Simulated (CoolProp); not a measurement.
Dimethyl carbonate along the isotherm 413.1 K: fugacity coefficient from the reference equation and from simpler models built on Tc = 557.0 K, pc = 49.09 bar, ω = 0.346; each cubic takes its own stable root.

Computed with CoolProp (reference Helmholtz-energy equation of state, Zhou 2011).

```json
[
 {"p (bar)": "1.55", "phase": "gas", "reference": "0.9718", "van der Waals": "0.9811", "Redlich-Kwong": "0.9752", "Soave-Redlich-Kwong": "0.9719", "Peng-Robinson": "0.9704"},
 {"p (bar)": "2.76", "phase": "gas", "reference": "0.9497", "van der Waals": "0.9664", "Redlich-Kwong": "0.9560", "Soave-Redlich-Kwong": "0.9500", "Peng-Robinson": "0.9474"},
 {"p (bar)": "4.91", "phase": "liquid", "reference": "0.7523", "van der Waals": "0.9402", "Redlich-Kwong": "0.9219", "Soave-Redlich-Kwong": "0.7610", "Peng-Robinson": "0.7523"},
 {"p (bar)": "8.73", "phase": "liquid", "reference": "0.4278", "van der Waals": "0.8936", "Redlich-Kwong": "0.7050", "Soave-Redlich-Kwong": "0.4334", "Peng-Robinson": "0.4278"},
 {"p (bar)": "15.5", "phase": "liquid", "reference": "0.2458", "van der Waals": "0.7194", "Redlich-Kwong": "0.4065", "Soave-Redlich-Kwong": "0.2495", "Peng-Robinson": "0.2457"},
 {"p (bar)": "27.6", "phase": "liquid", "reference": "0.1430", "van der Waals": "0.4289", "Redlich-Kwong": "0.2380", "Soave-Redlich-Kwong": "0.1458", "Peng-Robinson": "0.1429"},
 {"p (bar)": "49.1", "phase": "liquid", "reference": "0.08551", "van der Waals": "0.2677", "Redlich-Kwong": "0.1440", "Soave-Redlich-Kwong": "0.08784", "Peng-Robinson": "0.08540"},
 {"p (bar)": "87.3", "phase": "liquid", "reference": "0.05367", "van der Waals": "0.1805", "Redlich-Kwong": "0.09207", "Soave-Redlich-Kwong": "0.05583", "Peng-Robinson": "0.05352"},
 {"p (bar)": "155", "phase": "liquid", "reference": "0.03664", "van der Waals": "0.1388", "Redlich-Kwong": "0.06475", "Soave-Redlich-Kwong": "0.03892", "Peng-Robinson": "0.03642"},
 {"p (bar)": "276", "phase": "liquid", "reference": "0.02884", "van der Waals": "0.1331", "Redlich-Kwong": "0.05341", "Soave-Redlich-Kwong": "0.03170", "Peng-Robinson": "0.02848"},
 {"p (bar)": "491", "phase": "liquid", "reference": "0.02909", "van der Waals": "0.1859", "Redlich-Kwong": "0.05786", "Soave-Redlich-Kwong": "0.03382", "Peng-Robinson": "0.02835"}
]
```

At some of these states van der Waals, Redlich-Kwong gives the other phase, because its saturation line lies elsewhere.
